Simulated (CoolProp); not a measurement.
Acetone at several states: Z from the reference equation and from simpler models built on Tc = 508.1 K, pc = 46.92 bar, ω = 0.307; each cubic takes its own stable root.

Model: reference Helmholtz-energy equation of state, Lemmon 2006, in CoolProp. It is a short technical equation, of lower accuracy than the large ones.

| T (K) | p (bar) | phase | reference | van der Waals | Redlich-Kwong | Soave-Redlich-Kwong | Peng-Robinson |
|---|---|---|---|---|---|---|---|
| 344.6 | 280 | liquid | … | 1.349 | 0.9592 | 0.9362 | 0.8342 |
| 217 | 0.247 | liquid | 0.0009119 | … | … | … | 0.001062 |
| 371.2 | 17.8 | liquid | … | … | 0.06444 | … | … |

Q: What belongs in the gaps?

A: 
- 344.6, reference: 0.7425
- 217, van der Waals: 0.9893
- 217, Redlich-Kwong: 0.001215
- 217, Soave-Redlich-Kwong: 0.001192
- 371.2, reference: 0.04790
- 371.2, van der Waals: 0.09286
- 371.2, Soave-Redlich-Kwong: 0.06128
- 371.2, Peng-Robinson: 0.05413

At some of these states van der Waals gives the other phase, because its saturation line lies elsewhere.
